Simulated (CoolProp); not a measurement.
The fluid at 485.97 K and 0.392 MPa is throttled through a valve to 0.0396 MPa with no heat exchange. The same conditions are run with several fluids, on thermodynamics alone (safety and materials aside).

The numbers come from the reference Helmholtz-energy equation of state of each fluid (R143a: Lemmon and Jacobsen 2000; trans-2-butene: Lemmon 2005; R141b: Lemmon 2006; n-perfluoropentane: Gao 2022; normal hydrogen: Leachman 2009) in CoolProp.

```csv
fluid,temperature change (K),final density (kg/m³)
R143a,-1.6,0.827
trans-2-butene,-2.2,0.554
R141b,-3.1,1.16
n-perfluoropentane,-1.8,2.84
normal hydrogen,+0.2,0.0197
```
